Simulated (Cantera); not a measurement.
A counterflow diffusion flame at 1.50 bar, nozzles 20 mm apart: fuel side H2 : N2 = 1 : 0.5 (molar parts) at 475 K, oxidiser side O2 : N2 = 0.24 : 0.76 (molar parts) at 650 K, fuel mass flux 0.59 times the oxidiser's; mixture-averaged transport, no radiation.

Detailed kinetics in Cantera: the H2/O2 subset of GRI-Mech 3.0, which has no nitrogen chemistry. The maximum strain rate includes the flame's own expansion and is several times the mean.

x: mole fraction; the columns are a selection and need not sum to one.

```
oxidiser flux (kg/m²/s)  max strain (1/s)  mean strain (1/s)  T max (K)  peak x OH    peak x H  peak x H2O  peak x HO2
-----------------------  ----------------  -----------------  ---------  ---------  ----------  ----------  ----------
0.9                                   445                121       2547     0.0205      0.0115       0.292     2.42e-5
1.3                            (withheld)                175       2512     0.0209  (withheld)       0.289  (withheld)
2                                     942                270       2470     0.0216      0.0148       0.286     4.73e-5
3                                    1380                405       2416     0.0219      0.0171       0.282     6.35e-5
4.5                                  2040                607       2350     0.0220      0.0196       0.278     8.23e-5
6.7                            (withheld)                904       2283     0.0218  (withheld)       0.275  (withheld)
10                                   4350               1350       2219     0.0218      0.0258       0.271    0.000128
15                                   6400               2020       2144     0.0212      0.0293       0.266    0.000154
```

Task: Fill in the missing entries.

Result: 
- 1.3, max strain (1/s): 628
- 1.3, peak x H: 0.0128
- 1.3, peak x HO2: 3.36e-5
- 6.7, max strain (1/s): 2970
- 6.7, peak x H: 0.0225
- 6.7, peak x HO2: 0.000104
